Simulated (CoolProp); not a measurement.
Vapour-liquid equilibrium of cyclohexane (1) + o-xylene (2) at 0.109 bar; x and y are mole fractions of (1).

The numbers come from the multi-fluid Helmholtz-energy mixture model, Zhou 2014 and Zhou 2012; pair parameters Bell 2016 in CoolProp.

Q: Give the bubble temperature and the first vapour's composition at x = 0.05, 0.8, 0.95. Is there an azeotrope?

A: x = 0.05: 337.9 K, y = 0.409; x = 0.8: 298.0 K, y = 0.976; x = 0.95: 295.2 K, y = 0.994. No azeotrope shows between x = 0.05 and 0.95.

Pair parameters are fitted to limited data, so mixtures are less certain than the pure fluids.
